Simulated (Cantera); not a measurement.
Standard-state values (1 bar) from the NASA 1993 polynomials, evaluated with Cantera. Values are per mole of reaction as written; species without (g) are pure solids or liquids, kept so even where they would boil at 1 bar.

Between 300 and 1223 K, where is each reaction favourable under standard conditions?
- 5 SO₃(g) + COS(g) + 8 K → CS₂(g) + 4 K₂SO₄


- 5 SO₃(g) + COS(g) + 8 K → CS₂(g) + 4 K₂SO₄: ΔG° is -3189 kJ at 300 K and -2220 kJ at 1223 K; it stays negative (K > 1). ΔH° is -3376 kJ and ΔS° -945 J/K at 1223 K.
